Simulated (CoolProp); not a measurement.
Hexamethyldisiloxane (MM) along the isobar 101 kPa: Z from the reference equation and from simpler models built on Tc = 518.7 K, pc = 1931 kPa, ω = 0.418; each cubic takes its own stable root.

Computed with CoolProp (reference Helmholtz-energy equation of state, Thol 2016).

| T (K) | phase | reference | van der Waals | Peng-Robinson |
|---|---|---|---|---|
| 316.9 | liquid | 0.008415 | … | … |
| 347.1 | liquid | 0.008047 | 0.9589 | 0.007614 |
| 377.3 | gas | 0.9392 | 0.9662 | … |
| 407.5 | gas | … | 0.9719 | 0.9560 |
| 437.7 | gas | 0.9653 | 0.9763 | 0.9649 |
| 467.9 | gas | … | 0.9798 | 0.9717 |
| 498.1 | gas | 0.9781 | 0.9826 | 0.9770 |
| 528.3 | gas | 0.9823 | 0.9850 | 0.9812 |
| 558.5 | gas | 0.9855 | 0.9869 | 0.9846 |
| 588.7 | gas | 0.9881 | 0.9885 | 0.9873 |
| 618.9 | gas | 0.9902 | 0.9899 | 0.9895 |

Problem. What belongs in the gaps?

Solution. 
- 316.9, van der Waals: 0.9491
- 316.9, Peng-Robinson: 0.007998
- 377.3, Peng-Robinson: 0.9441
- 407.5, reference: 0.9548
- 467.9, reference: 0.9727

At some of these states van der Waals gives the other phase, because its saturation line lies elsewhere.
